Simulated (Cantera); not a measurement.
A Cantera script and what it prints.

```python
import numpy as np
import cantera as ct

gas_names = """
    I I2 N N2 Na NaI Na2
""".split()
cond_names = """
    I2(cr) I2(L) Na(cr) Na(L) NaI(s) NaI(L)
""".split()


# ... load() reads the species with a 1 bar reference pressure and builds the phases ...
atoms = {
    'NaI': {'Na': 1, 'I': 1},
    'N2': {'N': 2},
}
top_T = {}  # K; cautious upper limits of use, not melting points


# ... equilibrate(T, P, feed) seeds the gas with the atoms and calls Mixture.equilibrate('TP', solver="vcs", rtol=1e-11, max_steps=5000) ...
results = []
feed = {'NaI': 1, 'N2': 47}  # mol
P = 18000  # Pa
for T in [673, 773, 873, 973, 1073, 1173, 1273, 1373, 1473, 1573, 1673, 1773, 1873]:
    mix = equilibrate(T, P, feed)
    results.append((T, P, feed, dict(zip(mix.species_names, mix.species_moles))))
    x = sorted(zip(gas.X, gas.species_names), reverse=True)
    print(f"T = {T:g} K  P = {P:g} Pa  gas = {mix.phase_moles(0):.4g} mol")
    print("   x: " + "  ".join(f"{s} {v:.3e}" for v, s in x if v > 1e-05))
    print("   condensed (mol): " + ("  ".join(f"{mix.phase(i).name} {mix.phase_moles(i):.4g}"
          for i in range(1, mix.n_phases) if mix.phase_moles(i) > 1e-12) or "none"))
```

Output:

```
T = 673 K  P = 18000 Pa  gas = 47 mol
   x: N2 1.000e+00
   condensed (mol): NaI(s) 1
T = 773 K  P = 18000 Pa  gas = 47 mol
   x: N2 1.000e+00
   condensed (mol): NaI(s) 0.9996
T = 873 K  P = 18000 Pa  gas = 47.01 mol
   x: N2 9.998e-01  NaI 2.206e-04
   condensed (mol): NaI(s) 0.9896
T = 973 K  P = 18000 Pa  gas = 47.13 mol
   x: N2 9.972e-01  NaI 2.751e-03
   condensed (mol): NaI(L) 0.8703
T = 1073 K  P = 18000 Pa  gas = 47.84 mol
   x: N2 9.824e-01  NaI 1.755e-02
   condensed (mol): NaI(L) 0.1601
T = 1173 K  P = 18000 Pa  gas = 48 mol
   x: N2 9.792e-01  NaI 2.082e-02  Na 1.208e-05  I 1.208e-05
   condensed (mol): none
T = 1273 K  P = 18000 Pa  gas = 48 mol
   x: N2 9.791e-01  NaI 2.079e-02  Na 4.151e-05  I 4.150e-05
   condensed (mol): none
T = 1373 K  P = 18000 Pa  gas = 48.01 mol
   x: N2 9.791e-01  NaI 2.071e-02  Na 1.191e-04  I 1.191e-04
   condensed (mol): none
T = 1473 K  P = 18000 Pa  gas = 48.01 mol
   x: N2 9.789e-01  NaI 2.053e-02  Na 2.958e-04  I 2.958e-04
   condensed (mol): none
T = 1573 K  P = 18000 Pa  gas = 48.03 mol
   x: N2 9.785e-01  NaI 2.017e-02  Na 6.515e-04  I 6.515e-04
   condensed (mol): none
T = 1673 K  P = 18000 Pa  gas = 48.06 mol
   x: N2 9.779e-01  NaI 1.951e-02  Na 1.295e-03  I 1.295e-03
   condensed (mol): none
T = 1773 K  P = 18000 Pa  gas = 48.11 mol
   x: N2 9.769e-01  NaI 1.843e-02  Na 2.352e-03  I 2.352e-03
   condensed (mol): none
T = 1873 K  P = 18000 Pa  gas = 48.19 mol
   x: N2 9.753e-01  NaI 1.682e-02  Na 3.929e-03  I 3.928e-03
   condensed (mol): none
```

These are equilibrium values from Cantera (NASA tables, ideal gas, pure condensed phases), not measurements of a reactor. Gases not in the tables: NaBr and NaI dimers.
